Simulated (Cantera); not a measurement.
An isothermal, constant-pressure homogeneous reactor starts with NH3 : N2 = 1 : 0.62 (molar parts), at 1973 K and 0.0450 bar. Integrator tolerance rtol = 1e-08.

Cantera simulation using the gas-phase N/H chemistry of the illustrative SiF4/NH3 mechanism in the Surface Chemkin manual (1991); the numbers are that mechanism's predictions, not measurements. Walls and surfaces, which speed up NH3 decomposition in real reactors, are not modelled.

```csv
quantity,before,after
x(NH3) at 2.00 s,0.0494 (gas-phase equilibrium 2.64e-7),0.0785 (gas-phase equilibrium 2.76e-7)
x(NH2) at 2.00 s,0.000170 (gas-phase equilibrium 6.46e-9),0.000209 (gas-phase equilibrium 5.60e-9)
x(NH) at 2.00 s,6.94e-6 (gas-phase equilibrium 1.92e-9),6.90e-6 (gas-phase equilibrium 1.45e-9)
x(H2) at 2.00 s,0.526 (gas-phase equilibrium 0.569),0.499 (gas-phase equilibrium 0.569)
x(H) at 2.00 s,0.000628 (gas-phase equilibrium 0.00483),0.000466 (gas-phase equilibrium 0.00405)
x(N2) at 2.00 s,0.424 (gas-phase equilibrium 0.426),0.422 (gas-phase equilibrium 0.427)
x(N2H4) at 2.00 s,7.50e-10 (gas-phase equilibrium <1e-12),1.40e-9 (gas-phase equilibrium <1e-12)
```

What was changed between the two runs?
A. pressure from 0.0450 bar to 0.680 bar
B. temperature 1973 to 2000 K
C. temperature 1973 to 1948 K
D. pressure from 0.0450 bar to 0.270 bar

C, temperature 1973 to 1948 K
